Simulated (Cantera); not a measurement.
A perfectly stirred reactor is fed with 0.321 % H₂, 43.3 % O₂, 56.3 % N₂, equivalence ratio 0.0037, at 25.5 Torr; it is held at 1075 K, and followed from long to short residence time.

Computed with Cantera and the H2/O2 subset of GRI-Mech 3.0, which has no nitrogen chemistry. Radical loss at walls, strong at low pressure, is not modelled.

x: mole fraction; the columns are a selection and need not sum to one.

| τ (s) | x H₂ | x O₂ | x O | x OH | x H |
|---|---|---|---|---|---|
| 0.64 | 5.99e-5 | 0.432 | 0.000317 | 7.60e-5 | … |
| 0.35 | 8.35e-5 | 0.432 | 0.000433 | 9.60e-5 | … |
| 0.19 | 0.000118 | 0.432 | 0.000577 | 0.000122 | … |
| 0.10 | 0.000170 | 0.432 | 0.000757 | 0.000156 | … |
| 0.057 | 0.000238 | 0.432 | 0.000926 | 0.000192 | … |
| 0.031 | 0.000347 | 0.432 | 0.00110 | 0.000239 | … |
| 0.017 | 0.000509 | 0.432 | 0.00123 | 0.000290 | … |
| 0.0093 | 0.000756 | 0.432 | 0.00128 | 0.000338 | 0.000155 |
| 0.0051 | 0.00113 | 0.432 | 0.00119 | 0.000369 | 0.000167 |
| 0.0028 | 0.00168 | 0.432 | 0.000937 | 0.000353 | … |
| 0.0015 | 0.00248 | 0.433 | 0.000468 | 0.000226 | … |

Question: Fill in the missing entries.

Answer: 
- 0.64, x H: 8.06e-6
- 0.35, x H: 1.39e-5
- 0.19, x H: 2.36e-5
- 0.10, x H: 3.98e-5
- 0.057, x H: 6.05e-5
- 0.031, x H: 9.04e-5
- 0.017, x H: 0.000125
- 0.0028, x H: 0.000140
- 0.0015, x H: 6.49e-5
